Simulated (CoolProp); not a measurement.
Saturation properties of oxygen.

Values from CoolProp's reference Helmholtz-energy equation of state, Schmidt 1985.

| T (K) | p (MPa) | liquid density (kg/m³) | liquid cp (kJ/(kg K)) | liquid viscosity (µPa s) | vapour viscosity (µPa s) |
|---|---|---|---|---|---|
| 84.4 | 0.05289 | 1169 | 1.687 | 229 | 6.50 |
| 88.4 | 0.08371 | 1150 | 1.695 | 204 | 6.81 |
| 92.4 | 0.1269 | 1130 | 1.706 | 184 | 7.12 |
| 96.4 | 0.1855 | 1110 | 1.721 | 166 | 7.44 |
| 100.4 | 0.2626 | 1089 | 1.740 | 151 | 7.76 |
| 104.4 | 0.3616 | 1067 | 1.763 | 138 | 8.08 |
| 108.4 | 0.4858 | 1045 | 1.793 | 126 | 8.41 |
| 112.4 | 0.6389 | 1021 | 1.830 | 115 | 8.75 |
| 116.5 | 0.8295 | 996.3 | 1.877 | 105 | 9.11 |
| 120.5 | 1.052 | 970.6 | 1.935 | 96.3 | 9.47 |

It boils at 90.2 K under 1 atm.

Viscosity comes from a separate model (Lemmon 2004).
